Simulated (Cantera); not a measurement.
Cantera with NASA thermochemical tables; ideal gases at 1 bar, condensed phases pure. Values are per mole of reaction as written; species without (g) are pure solids or liquids, kept so even where they would boil at 1 bar.

Fe + 3 OH(g) → Fe(OH)₃

```tsv
T (K)	ΔH° (kJ)	ΔS° (J/K)	ΔG° (kJ)	log10 K
400	___	___	___	___
500	___	___	___	___
600	___	___	___	___
700	-946.7	-467.9	-619.2	46.20
800	___	___	___	___
```

Fill in the missing entries.


- 400, ΔH° (kJ): -951.2
- 400, ΔS° (J/K): -475.7
- 400, ΔG° (kJ): -761.0
- 400, log10 K: 99.37
- 500, ΔH° (kJ): -950.6
- 500, ΔS° (J/K): -474.2
- 500, ΔG° (kJ): -713.5
- 500, log10 K: 74.53
- 600, ΔH° (kJ): -949.0
- 600, ΔS° (J/K): -471.4
- 600, ΔG° (kJ): -666.2
- 600, log10 K: 57.99
- 800, ΔH° (kJ): -944.0
- 800, ΔS° (J/K): -464.3
- 800, ΔG° (kJ): -572.6
- 800, log10 K: 37.39
